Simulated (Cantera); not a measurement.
Input (Python, Cantera) and output of one run.

```python
import numpy as np
import cantera as ct

gas_names = """
    AL ALCL ALCL2 ALCL3 ALH ALN AL2 AL2CL6 CL CL2 H HCL H2 N NH NH2 NH3 N2 N2H2 N2H4
""".split()
cond_names = """
    AL(cr) AL(L) ALCL3(s) ALCL3(L) ALN(s) NH4CL(a) NH4CL(b)
""".split()


# ... load() reads the species with a 1 bar reference pressure and builds the phases ...
atoms = {
    'Al': {'AL': 1},
    'HCl': {'H': 1, 'CL': 1},
    'N2': {'N': 2},
}
top_T = {'ALN(s)': 2750}  # K; cautious upper limits of use, not melting points


# ... equilibrate(T, P, feed) seeds the gas with the atoms and calls Mixture.equilibrate('TP', solver="vcs", rtol=1e-11, max_steps=5000) ...
results = []
feed = {'Al': 1, 'HCl': 7.1, 'N2': 0.56}  # mol
P = 1000  # Pa
for T in [423, 523, 623, 723, 823, 923, 1023, 1123, 1223, 1323, 1423, 1523]:
    mix = equilibrate(T, P, feed)
    results.append((T, P, feed, dict(zip(mix.species_names, mix.species_moles))))

top = {s: max(r[3][s] / sum(r[3][g] for g in gas_names) for r in results) for s in gas_names}
cols = sorted((s for s in top if top[s] > 1e-06), key=lambda s: -top[s])[:5]
seen = [c for c in cond_names if any(r[3].get(c, 0) > 1e-12 for r in results)]
print("log10 of partial pressures in bar; condensed amounts in mol")
print(f"{'T/K':>10s}" + "".join(f"{s[:9]:>10s}" for s in cols + seen))
for T, P, feed, n in results:
    ng = sum(n[g] for g in gas_names)
    print(f"{T:10.4g}" + "".join(f"{np.log10(max(n[s] / ng * P / 1e5, 1e-99)):10.3f}" for s in cols)
          + "".join(f"{n.get(c, 0):10.4g}" for c in seen))
```

Result:

```
log10 of partial pressures in bar; condensed amounts in mol
       T/K       HCL        H2     ALCL3        N2    AL2CL6
       423    -2.210    -2.650    -5.379    -3.077    -3.125
       523    -2.213    -2.650    -3.935    -3.078    -3.162
       623    -2.228    -2.665    -3.112    -3.092    -3.474
       723    -2.240    -2.677    -2.878    -3.105    -4.405
       823    -2.242    -2.679    -2.857    -3.107    -5.406
       923    -2.242    -2.679    -2.855    -3.107    -6.209
      1023    -2.242    -2.679    -2.855    -3.107    -6.847
      1123    -2.242    -2.679    -2.855    -3.107    -7.365
      1223    -2.242    -2.679    -2.855    -3.107    -7.792
      1323    -2.242    -2.679    -2.856    -3.107    -8.150
      1423    -2.242    -2.680    -2.858    -3.107    -8.458
      1523    -2.240    -2.684    -2.867    -3.108    -8.733
```

Cantera equilibrium calculation (NASA polynomials, part measured and part estimated; ideal gas, pure solids and liquids). The tables' values for AlCl2 are old estimates; treat these amounts as uncertain.
